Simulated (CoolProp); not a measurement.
A single-stage vapour-compression cycle with isobutane: evaporating at 286.15 K (dew point), condensing at 326.15 K (bubble point), superheat 0 K, subcooling 5 K, compressor efficiency 0.6, no pressure losses. Each further row changes one setting.

The numbers come from the reference Helmholtz-energy equation of state, Bücker 2006 in CoolProp.

```
case                              cooling COP  pressure ratio  discharge temperature (K)  refrigerating effect (kJ/kg)  volumetric capacity (kJ/m³)
--------------------------------  -----------  --------------  -------------------------  ----------------------------  ---------------------------
as stated                                3.63            3.03                      334.7                           255                         1640
evaporating temperature 291.15 K   (withheld)      (withheld)                      333.2                    (withheld)                   (withheld)
condensing temperature 321.15 K          4.28      (withheld)                      329.2                           268                         1720
subcooling 10 K                          3.81            3.03                      334.7                           268                         1720
superheat 10 K                     (withheld)            3.03                      344.8                           272                         1680
compressor efficiency 0.5          (withheld)            3.03                      341.5                           255                         1640
```

**Question.** Fill in the missing entries.

**Answer.** 
- evaporating temperature 291.15 K, cooling COP: 4.32
- evaporating temperature 291.15 K, pressure ratio: 2.59
- evaporating temperature 291.15 K, refrigerating effect (kJ/kg): 262
- evaporating temperature 291.15 K, volumetric capacity (kJ/m³): 1950
- condensing temperature 321.15 K, pressure ratio: 2.68
- superheat 10 K, cooling COP: 3.69
- compressor efficiency 0.5, cooling COP: 3.02
